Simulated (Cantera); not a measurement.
Feed: 1 mol Pb, 1.2 mol CO, equilibrated at 1523.15 K and 0.410 bar.

Method: chemical equilibrium by Gibbs-energy minimisation in Cantera with the NASA 1993 tables (ideal gas, pure condensed phases). Candidate condensed phases: C, Pb, PbO, PbO₂, Pb₃O₄; 15 gas species. Rates play no part.

Base state: CO 0.925, Pb 0.0746, CO₂ 0.000190, Pb₂ 3.61e-5 (mole fractions); condensed: C(graphite) + Pb(l).

Question: What changes in the equilibrium state with this change: temperature from 1523.15 K to 1100 K?

Answer: 
| species | before | after |
|---|---|---|
| CO | 0.925 | 0.966 |
| CO₂ | 0.000190 | 0.0338 |
| Pb | 0.0746 | 0.000296 |
| Pb₂ | 3.61e-5 | 3.60e-9 |
| C(graphite), mol | 0.000247 | 0.0392 |
| Pb(l), mol | 0.903 | 1.000 |

Question: What changes in the equilibrium state with this change: pressure from 0.410 bar to 78.0 mbar?

Answer: 
```csv
species,before,after
CO,0.925,0.608
Pb,0.0746,0.392
Pb₂,3.61e-5,0.000190
CO₂,0.000190,1.56e-5
"C(graphite), mol",0.000247,0
"Pb(l), mol",0.903,0.225
```

Question: What changes in the equilibrium state with this change: Pb replaced by Fe?

Answer: 
```json
[
 {"species": "CO", "before": "0.925", "after": "1.000"},
 {"species": "CO₂", "before": "0.000190", "after": "0.000222"},
 {"species": "Pb", "before": "0.0746", "after": "0"},
 {"species": "Pb₂", "before": "3.61e-5", "after": "0"},
 {"species": "C(graphite), mol", "before": "0.000247", "after": "0.000267"},
 {"species": "Pb(l), mol", "before": "0.903", "after": "0"},
 {"species": "Fe(γ), mol", "before": "0", "after": "1.000"}
]
```
Iron dissolves carbon and melts from about 1420 K in contact with it, which pure phases cannot show. Condensed phases not in the tables: cementite and carbon dissolved in iron. Further candidate phases: Fe, Fe(CO)₅, FeO, Fe₂O₃, Fe₃O₄.
